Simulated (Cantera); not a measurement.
A perfectly stirred reactor is fed with CH₄ : N₂ = 1 : 96 (molar parts), at 0.132 atm; it is held at 1773 K, and followed from long to short residence time.

Computed with Cantera and GRI-Mech 3.0 (53 species, 325 reactions). GRI-Mech 3.0 stops at C3 and has no aromatics, soot or wall deposition, so with more carbon than oxygen in the feed, carbon stays in small species such as C2H2 where larger ones or solid carbon would form.

Q: What does this change do: temperature 1773 to 1000 K?

A: 
```json
[
 {"quantity": "x(CH₄) at τ = 0.960 s", "before": "0.000804", "after": "0.0103"},
 {"quantity": "x(C₂H₄) at τ = 0.960 s", "before": "9.15e-6", "after": "<1e-12"},
 {"quantity": "x(CH₃) at τ = 0.960 s", "before": "7.46e-5", "after": "1.13e-10"},
 {"quantity": "x(CH₂) at τ = 0.960 s", "before": "3.50e-7", "after": "<1e-12"},
 {"quantity": "x(HCN) at τ = 0.960 s", "before": "7.43e-5", "after": "<1e-12"},
 {"quantity": "x(CH₄) at τ = 19.0 ms", "before": "0.00644", "after": "0.0103"},
 {"quantity": "x(C₂H₄) at τ = 19.0 ms", "before": "0.000276", "after": "<1e-12"},
 {"quantity": "x(CH₃) at τ = 19.0 ms", "before": "0.000352", "after": "2.21e-12"},
 {"quantity": "x(CH₂) at τ = 19.0 ms", "before": "7.56e-7", "after": "<1e-12"},
 {"quantity": "x(HCN) at τ = 19.0 ms", "before": "1.04e-6", "after": "<1e-12"}
]
```

Q: What does this change do: pressure from 0.132 atm to 0.0132 atm?

A: 
```
quantity                  before     after
----------------------  --------  --------
x(CH₄) at τ = 0.960 s   0.000804   0.00258
x(C₂H₄) at τ = 0.960 s   9.15e-6   6.24e-5
x(CH₃) at τ = 0.960 s    7.46e-5  0.000220
x(CH₂) at τ = 0.960 s    3.50e-7   8.33e-7
x(HCN) at τ = 0.960 s    7.43e-5   1.43e-5
x(CH₄) at τ = 19.0 ms    0.00644    0.0101
x(C₂H₄) at τ = 19.0 ms  0.000276   1.89e-5
x(CH₃) at τ = 19.0 ms   0.000352  0.000152
x(CH₂) at τ = 19.0 ms    7.56e-7   1.14e-7
x(HCN) at τ = 19.0 ms    1.04e-6   1.57e-9
```
Radical loss at walls, strong at low pressure, is not modelled.

Q: What does this change do: CH4 1 to 0.12 parts?

A: 
```
quantity                  before     after
----------------------  --------  --------
x(CH₄) at τ = 0.960 s   0.000804  0.000112
x(C₂H₄) at τ = 0.960 s   9.15e-6   2.03e-6
x(CH₃) at τ = 0.960 s    7.46e-5   2.21e-5
x(CH₂) at τ = 0.960 s    3.50e-7   1.98e-7
x(HCN) at τ = 0.960 s    7.43e-5   8.89e-5
x(CH₄) at τ = 19.0 ms    0.00644  0.000937
x(C₂H₄) at τ = 19.0 ms  0.000276   2.57e-5
x(CH₃) at τ = 19.0 ms   0.000352   8.68e-5
x(CH₂) at τ = 19.0 ms    7.56e-7   2.66e-7
x(HCN) at τ = 19.0 ms    1.04e-6   6.48e-7
```
